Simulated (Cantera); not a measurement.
Mixture: CO : H₂ : CH₄ : O₂ : N₂ : H₂O = 1 : 1.4 : 0.14 : 0.871 : 2.79 : 0.52 (molar parts), at 27.6 atm, adiabatic and at constant volume. Ignition delay is the time to a rise of 400 K.

Detailed kinetics in Cantera: GRI-Mech 3.0 (53 species, 325 reactions). The pressure lies above the range GRI-Mech 3.0 was tuned for (to about 10 atm).

Question: Predict: delay at 1250 K; delay at 1325 K; delay at 1400 K; delay at 1475 K; delay at 1550 K; apparent activation energy between 1400 and 1550 K.

Answer: 
```json
{
  "delay at 1250 K": "40.7 µs",
  "delay at 1325 K": "15.0 µs",
  "delay at 1400 K": "6.08 µs",
  "delay at 1475 K": "2.81 µs",
  "delay at 1550 K": "1.50 µs",
  "apparent activation energy between 1400 and 1550 K": "170 kJ/mol"
}
```
